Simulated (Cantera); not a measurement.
Feed: 1 mol TEOS, 0.34 mol H2O, at 1823.15 K.

These are equilibrium values from Cantera (NASA tables, ideal gas, pure condensed phases), not measurements of a reactor. Candidate condensed phases: C, C6H6, C7H8, C8H18, H2O, Si, SiC, SiO2; 123 gas species. The feed counts by its element totals alone. Rates play no part.

log p: log10 of the partial pressure in bar; n: condensed amount in mol.

```csv
P (Pa),log p H2,log p CO,log p H,log p Si,log p SiO,log p CH4,log p C2H2 (acetylene),n C(graphite),n SiC(s)
5,-4.48,-4.84,-5.60,-6.93,-7.07,-12.11,-8.16,2.74,0.937
21,-3.84,-4.22,-5.28,-6.93,-6.44,-10.83,-7.52,2.72,0.966
85,-3.23,-3.61,-4.98,-6.93,-5.83,-9.61,-6.90,2.71,0.972
350,(withheld),(withheld),(withheld),-6.93,(withheld),(withheld),(withheld),2.71,0.974
1400,-2.01,-2.39,-4.37,-6.93,-4.61,-7.16,-5.68,2.71,0.974
5900,(withheld),(withheld),(withheld),-6.93,(withheld),(withheld),(withheld),2.71,0.974
24000,-0.77,-1.15,-3.75,-6.93,-3.38,-4.69,-4.45,2.71,0.974
100000,-0.15,-0.53,-3.44,-6.93,-2.76,-3.45,-3.83,2.70,0.974
```

**Question.** Some entries are withheld; supply them.

**Answer.** 
- 350, log p H2: -2.61
- 350, log p CO: -2.99
- 350, log p H: -4.67
- 350, log p SiO: -5.22
- 350, log p CH4: -8.37
- 350, log p C2H2 (acetylene): -6.29
- 5900, log p H2: -1.38
- 5900, log p CO: -1.76
- 5900, log p H: -4.05
- 5900, log p SiO: -3.99
- 5900, log p CH4: -5.91
- 5900, log p C2H2 (acetylene): -5.06
